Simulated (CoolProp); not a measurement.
Vapour-liquid equilibrium of CHF3 (R23) (1) + R22 (2) at -71.85 °C; x and y are mole fractions of (1).

Model: multi-fluid Helmholtz-energy mixture model, Penoncello 2003 and Kamei 1995; pair parameters Bell 2016, in CoolProp.

```tsv
x	bubble pressure (MPa)	y at the bubble point	dew pressure at overall composition x (MPa)	liquid density (mol/L)
0.05	0.02894	0.399	0.01905	17.43
0.15	0.04937	0.680	0.02111	17.69
0.25	0.06813	0.791	0.02368	17.95
0.35	0.08519	0.850	0.02696	18.21
0.45	0.1007	0.889	0.03129	18.48
0.55	0.1150	0.916	0.03725	18.75
0.65	0.1284	0.938	0.04596	19.03
0.75	0.1415	0.956	0.05986	19.32
0.85	0.1548	0.973	0.08503	19.62
0.95	0.1688	0.991	0.1371	19.93
```

No azeotrope shows between x = 0.05 and 0.95.

The pair parameters rest on a limited set of measurements; away from them the model extrapolates.
